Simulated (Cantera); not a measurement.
**Low-pressure radical oxidation in H2/O2**

A perfectly stirred reactor is fed with H2 : O2 = 0.013 : 1 (molar parts), equivalence ratio 0.0065, at 0.0132 atm; it is held at 1450 K, and followed from long to short residence time.

Computed with Cantera and the H2/O2 subset of GRI-Mech 3.0, which has no nitrogen chemistry. Radical loss at walls, strong at low pressure, is not modelled.

| τ (s) | x H2 | x O2 | x H | x H2O | x H2O2 |
|---|---|---|---|---|---|
| 5.5 | 1.41e-5 | 0.985 | 2.59e-5 | 0.0125 | 4.58e-9 |
| 1.6 | 2.81e-5 | 0.983 | 7.33e-5 | 0.0123 | 6.48e-9 |
| 0.47 | 5.21e-5 | 0.980 | 0.000168 | 0.0120 | 8.31e-9 |
| 0.14 | 9.28e-5 | 0.978 | 0.000289 | 0.0118 | 9.70e-9 |
| 0.040 | 0.000190 | 0.976 | 0.000388 | 0.0115 | 1.09e-8 |
| 0.012 | 0.000467 | 0.976 | 0.000463 | 0.0111 | 1.28e-8 |
| 0.0034 | 0.00136 | 0.976 | 0.000543 | 0.00989 | 1.66e-8 |
x: mole fraction; the columns are a selection and need not sum to one.
